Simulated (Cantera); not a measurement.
A freely propagating, adiabatic, planar premixed flame of 33.5 % H₂, 14.0 % O₂, 52.6 % N₂, unburnt at 325 K and 3450 Torr; mixture-averaged transport, grid criteria slope 0.08 and curve 0.16, no radiation.

Model: the H2/O2 subset of GRI-Mech 3.0, which has no nitrogen chemistry, integrated in Cantera. The hydrogen kinetics of GRI-Mech 3.0 are dated; newer H2 mechanisms differ, most at raised pressure. Burning velocities carry a grid error of a few per cent, more on coarse grids.

**Question.** Predict: laminar burning velocity; thermal thickness; peak x(HO₂); peak x(OH); peak x(O).

**Answer.** 
| Quantity | Value |
|---|---|
| laminar burning velocity | 295 cm/s |
| thermal thickness | 0.0511 mm |
| peak x(HO₂) | 0.00117 |
| peak x(OH) | 0.0125 |
| peak x(O) | 0.00518 |
